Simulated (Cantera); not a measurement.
Input: 1 mol FeS₂, 0.18 mol SO₃, 0.36 mol H₂O, equilibrated at 50.0 mbar.

These are equilibrium values from Cantera (NASA tables, ideal gas, pure condensed phases), not measurements of a reactor. Candidate condensed phases: Fe, FeO, Fe(OH)₂, Fe(OH)₃, FeS, FeSO₄, FeS₂, Fe₂O₃, Fe₂(SO₄)₃, Fe₃O₄, H₂O, H₂SO₄, S; 22 gas species. FeS: taken at fixed stoichiometry. Kinetics and transport are ignored.

Which condensed phases are stable at each of these points (T (K)): 1325, 1350, 1375, 1400, 1425, 1450, 1475, 1500, 1525?


```
T (K)  condensed phases  Fe condensed (%)
-----  ----------------  ----------------
1325             FeS(s)             100.0
1350             FeS(s)             100.0
1375             FeS(s)             100.0
1400             FeS(s)             100.0
1425             FeS(s)             100.0
1450             FeS(s)             100.0
1475             FeS(l)             100.0
1500             FeS(l)             100.0
1525             FeS(l)             100.0
```

From 1325 K to 1450 K the condensed part is FeS(s). From 1475 K to 1525 K the condensed part is FeS(l).
